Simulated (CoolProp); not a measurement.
R22 at 293.15 K and 0.761 MPa is throttled through a valve to 0.244 MPa with no heat exchange. Each further row changes one setting.

Computed with CoolProp (reference Helmholtz-energy equation of state, Kamei 1995).

```tsv
case	temperature change (K)	final density (kg/m³)
as stated	-13.5	9.50
outlet pressure 0.0732 MPa	-18.2	2.81
outlet pressure 0.317 MPa	-11.5	12.4
```
